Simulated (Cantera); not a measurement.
Feed: 1 mol SiCl4, 4.1 mol H2, at 1073.15 K and 1.00 bar.

Method: chemical equilibrium by Gibbs-energy minimisation in Cantera with the NASA 1993 tables (ideal gas, pure condensed phases). Candidate condensed phases: Si; 19 gas species. The tables' values for SiCl3 are old estimates; treat these amounts as uncertain. Equilibrium is a limit: real reactors are often held back by kinetics, nucleation or transport.

### Question
What is the equilibrium state?

### Answer
| Item | Result |
|---|---|
| x(H2) | 0.764 |
| x(SiCl4) | 0.157 |
| x(HCl) | 0.0405 |
| x(SiHCl3) | 0.0362 |
| x(SiCl3) | 0.00173 |
| x(SiH2Cl2) | 0.000977 |
| x(SiCl2) | 0.000305 |
| x(SiH3Cl) | 6.92e-6 |
| gas amount | 5.106 mol |
| log10 activity of Si(s) (absent) | -1.14 |
